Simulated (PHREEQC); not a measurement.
Dissolve 0.067 mol/kgw Na2SeO4, 0.024 mol/kgw Li2CO3 and 4.2e-06 mol/kgw Ca(HCO3)2 at 25 °C. Closed to the air; pH follows from the charge balance.

The numbers come from PHREEQC with the ion-association model, wateq4f.dat.

The ionic strength comes out as 0.254 mol/kgw. What activity coefficients do OH-, HCO3-, Ca+2, NaCO3-, CO3-2 get?

OH- 0.69, HCO3- 0.73, Ca+2 0.30, NaCO3- 0.73, CO3-2 0.29.

No solid was allowed to form. Species that the database lacks are ignored.
